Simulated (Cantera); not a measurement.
Input: 1 mol SiHCl₃, a varied amount of H₂, at 1927 °C and 750 Torr.

These are equilibrium values from Cantera (NASA tables, ideal gas, pure condensed phases), not measurements of a reactor. Candidate condensed phases: Si; 19 gas species. The tables' values for SiCl are old estimates; treat these amounts as uncertain. Gases not in the tables: Si₂H₆ and higher silanes. The numbers say what is thermodynamically allowed, not how fast it happens.

Question: At 240 mol H₂, list the 6 most abundant gas species with their mole fractions, and the condensed phases.

Answer: H₂ 0.982, HCl 0.0117, H 0.00558, Si 0.000369, SiH₂ 0.000293, SiCl₂ 0.000270. Condensed: Si(l).
